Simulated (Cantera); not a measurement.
Input (Python, Cantera):

```python
import numpy as np
import cantera as ct

surf = ct.Interface("diamond.yaml", "diamond_100")
gas, bulk = surf.adjacent["gas"], surf.adjacent["diamond"]
k = surf.kinetics_species_index(bulk.species_names[0])
cover = ["c6HH", "c6H*", "c6*H", "c6**", "c6HM", "c6B"]

rows, drift = [], 0.0
print(f"{'T':>10s}{'um/h':>11s}" + "".join(f"{s:>11s}" for s in cover))
for v in [925, 975, 1025, 1075, 1125, 1175, 1225, 1275, 1325, 1375]:
    T, P, xH, xCH3 = v, 7400, 0.0005, 0.00015
    gas.TPX = T, P, {"H": xH, "CH3": xCH3, "CH4": 0.0025, "H2": 1 - xH - xCH3 - 0.0025}
    surf.TP = bulk.TP = T, P
    surf.coverages = "c6H*:0.1, c6HH:0.9"
    surf.advance_coverages(100.0)
    before = surf.coverages
    surf.advance_coverages(100.0)
    drift = max(drift, np.max(np.abs(surf.coverages - before) / (surf.coverages + 1e-9)))
    rate = surf.net_production_rates[k] * bulk.mean_molecular_weight / bulk.density * 3.6e9
    rows.append([rate, *surf[cover].coverages])
    print(f"{v:10.4g}{rate:11.4e}" + "".join(f"{x:11.3e}" for x in rows[-1][1:]))
```

It prints:

```
         T       um/h       c6HH       c6H*       c6*H       c6**       c6HM        c6B
       925 2.9275e+00  5.311e-01  9.568e-03  2.461e-01  3.720e-03  1.646e-01  7.944e-09
       975 3.5847e+00  5.227e-01  1.326e-02  2.918e-01  5.594e-03  1.246e-01  9.727e-09
      1025 3.6296e+00  5.193e-01  1.782e-02  3.406e-01  7.991e-03  8.107e-02  9.849e-09
      1075 2.7906e+00  5.168e-01  2.309e-02  3.883e-01  1.077e-02  4.069e-02  7.573e-09
      1125 1.7356e+00  5.069e-01  2.839e-02  4.250e-01  1.349e-02  1.591e-02  4.710e-09
      1175 1.0861e+00  4.921e-01  3.329e-02  4.480e-01  1.579e-02  5.492e-03  2.947e-09
      1225 8.1047e-01  4.788e-01  3.776e-02  4.607e-01  1.756e-02  1.849e-03  2.199e-09
      1275 7.0108e-01  4.702e-01  4.181e-02  4.661e-01  1.880e-02  6.319e-04  1.902e-09
      1325 5.9132e-01  4.671e-01  4.543e-02  4.659e-01  1.955e-02  2.204e-04  1.605e-09
      1375 4.0812e-01  4.692e-01  4.859e-02  4.613e-01  1.986e-02  7.908e-05  1.107e-09
```

Cantera simulation using the Harris–Goodwin 1993 mechanism for the reconstructed diamond (100) surface; the numbers are that mechanism's predictions, not measurements.
